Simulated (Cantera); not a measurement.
A jet of CH4 : O2 : N2 = 0.057 : 0.13 : 0.79 (molar parts) at 300 K and 5400 Pa hits a platinum plate 4.8 cm away at a mass flux of 0.16 kg/m²/s; the plate temperature is set and raised in steps from an oxygen-covered start.

Cantera simulation using Deutschmann's 1995 Pt surface mechanism with GRI-Mech 3.0 gas chemistry; the numbers are that mechanism's predictions, not measurements. Catalytic surfaces can have several steady states; this one follows from the mechanism file's or the stated starting coverage.

One state of this run: wall x CH4 = 0.0390; wall x O2 = 0.0915; wall x H2O = 0.0364; wall x OH = 1.18e-7; wall x CO = 2.28e-5; wall x CO2 = 0.0238; θ free Pt = 0.314; θ O* = 0.685; θ OH* = 0.00112. x: mole fraction at the wall; θ: surface coverage.

Problem. Which value of plate T (K) does it belong to?
(A) 1000
(B) 900
(C) 950
(D) 1050

Solution. C, 950
